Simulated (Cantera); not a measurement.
What does this Cantera script print?

```python
import numpy as np
import cantera as ct

gas = ct.Solution("gri30.yaml")
gas.TPX = 1850, 4300, {'NO': 1, 'N2': 0.36}
reactor = ct.IdealGasConstPressureReactor(gas, energy="off", clone=False)
net = ct.ReactorNet([reactor])
net.rtol, net.atol = 1e-08, 1e-18
show = ['NO', 'N2', 'NO2', 'O2', 'N2O', 'O']
times = np.geomspace(0.0002, 7, 9)

steps = ct.SolutionArray(gas, extra=["t"])
rows = []
print(f"{'t/s':>10s}{'T/K':>9s}{'P/Pa':>11s}" + "".join(f"{s:>11s}" for s in show))
for t in times:
    while net.time < t:
        t_next = net.step()
        steps.append(gas.state, t=t_next)
    rows.append([np.interp(t, steps.t, y) for y in (steps.T, steps.P, *steps(*show).X.T)])
    print(f"{t:10.3e}{rows[-1][0]:9.1f}{rows[-1][1]:11.4g}" + "".join(f"{x:11.3e}" for x in rows[-1][2:]))
rate = np.gradient(steps.T, steps.t)
print("integrator steps:", len(steps.t))
if steps.T.max() > steps.T[0] + 200:
    print(f"time of steepest temperature rise: {steps.t[rate.argmax()]:.4e} s")
gas.TPX = 1850, 4300, {'NO': 1, 'N2': 0.36}
gas.equilibrate("TP")
print(f"equilibrium (TP): T = {gas.T:.1f} K  " + "  ".join(f"{s} {gas[s].X[0]:.3e}" for s in show))
```

Output:

```
       t/s      T/K       P/Pa         NO         N2        NO2         O2        N2O          O
 2.000e-04   1850.0       4300  7.353e-01  2.647e-01  2.468e-08  3.637e-09  1.658e-06  1.645e-06
 7.397e-04   1850.0       4300  7.353e-01  2.647e-01  3.198e-07  4.931e-08  6.072e-06  5.915e-06
 2.736e-03   1850.0       4300  7.352e-01  2.647e-01  3.586e-06  6.949e-07  2.165e-05  2.013e-05
 1.012e-02   1850.0       4300  7.351e-01  2.647e-01  2.494e-05  1.343e-05  6.994e-05  6.084e-05
 3.742e-02   1850.0       4300  7.345e-01  2.649e-01  5.204e-05  2.076e-04  1.621e-04  1.088e-04
 1.384e-01   1850.0       4300  7.324e-01  2.660e-01  5.862e-05  1.238e-03  2.034e-04  1.222e-04
 5.118e-01   1850.0       4300  7.245e-01  2.699e-01  7.067e-05  5.183e-03  1.971e-04  1.371e-04
 1.893e+00   1850.0       4300  6.950e-01  2.847e-01  1.034e-04  1.990e-02  1.747e-04  1.803e-04
 7.000e+00   1850.0       4300  5.899e-01  3.372e-01  1.586e-04  7.235e-02  1.161e-04  2.804e-04
integrator steps: 575
equilibrium (TP): T = 1850.0 K  NO 5.795e-03  N2 6.293e-01  NO2 3.581e-06  O2 3.644e-01  N2O 6.130e-08  O 5.647e-04
```

Computed with Cantera and GRI-Mech 3.0 (53 species, 325 reactions). Radical loss at walls, strong at low pressure, is not modelled.
